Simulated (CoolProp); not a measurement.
Values from CoolProp's reference Helmholtz-energy equation of state, Thol 2015.

**Question.** For 1,2-dichloroethane, give the phase and the density (kg/m³), cp (kJ/(kg K)), isothermal compressibility (1/MPa), expansivity (1/kK) at 118.45 °C and 0.496 MPa; 161.75 °C and 0.496 MPa; 179.05 °C and 0.496 MPa.

**Answer.** 
- 118.45 °C and 0.496 MPa: liquid; density 1100, cp 1.42, isothermal compressibility 0.00195, expansivity 1.60
- 161.75 °C and 0.496 MPa: gas; density 14.8, cp 1.02, isothermal compressibility 2.21, expansivity 3.01
- 179.05 °C and 0.496 MPa: gas; density 14.0, cp 1.03, isothermal compressibility 2.18, expansivity 2.80
